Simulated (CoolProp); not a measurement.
Propylene along the isotherm 246.8 K: density (kg/m³) from the reference equation and from simpler models built on Tc = 364.2 K, pc = 4.555 MPa, ω = 0.146; each cubic takes its own stable root.

Computed with CoolProp (reference Helmholtz-energy equation of state, Lemmon 2013).

```tsv
p (MPa)	phase	reference	Redlich-Kwong	Soave-Redlich-Kwong
0.854	liquid	583.8	537.4	546.8
1.71	liquid	585.0	539.4	548.6
2.56	liquid	586.2	541.4	550.3
3.42	liquid	587.4	543.3	552.0
4.27	liquid	588.6	545.2	553.7
5.12	liquid	589.7	547.0	555.3
5.98	liquid	590.8	548.7	556.8
6.83	liquid	591.9	550.4	558.3
```
